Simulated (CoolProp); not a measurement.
R113 along the isotherm 53.05 °C: Z from the reference equation and from simpler models built on Tc = 214.1 °C, pc = 3.392 MPa, ω = 0.253; each cubic takes its own stable root.

Values from CoolProp's reference Helmholtz-energy equation of state, Marx 1992.

```json
[
 {"p (MPa)": "1.88", "phase": "liquid", "reference": "0.08654"},
 {"p (MPa)": "3.77", "phase": "liquid", "reference": "0.1728"},
 {"p (MPa)": "5.65", "phase": "liquid", "reference": "0.2579"},
 {"p (MPa)": "7.54", "phase": "liquid", "reference": "0.3428"},
 {"p (MPa)": "9.42", "phase": "liquid", "reference": "0.4266"},
 {"p (MPa)": "11.3", "phase": "liquid", "reference": "0.5099"},
 {"p (MPa)": "13.2", "phase": "liquid", "reference": "0.5936"},
 {"p (MPa)": "15.1", "phase": "liquid", "reference": "0.6767"},
 {"p (MPa)": "17", "phase": "liquid", "reference": "0.7593"}
]
```

Q: How far does each simpler model (Redlich-Kwong, Soave-Redlich-Kwong) lie from the reference over these 9 states: mean and median of the absolute difference, and the worst?

A: 
- Redlich-Kwong: mean 9.2 %, median 9.1 %, worst +11.0 % at 53.05 °C and 1.88 MPa
- Soave-Redlich-Kwong: mean 6.4 %, median 6.3 %, worst +7.3 % at 53.05 °C and 1.88 MPa
